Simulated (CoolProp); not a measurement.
Computed with CoolProp (reference Helmholtz-energy equation of state, Gao 2022).

Task: Give the vapour pressure (bar), vapour density (kg/m³), enthalpy of vaporisation (kJ/kg), liquid cp (kJ/(kg K)) of saturated n-perfluorohexane at -4.25, 150.85 °C.

Result: 
```
T (°C)  p (bar)  vapour density (kg/m³)  enthalpy of vaporisation (kJ/kg)  liquid cp (kJ/(kg K))
------  -------  ----------------------  --------------------------------  ---------------------
-4.25    0.0682                    1.04                               100                   1.00
150.85     11.0                     171                              45.4                   1.41
```
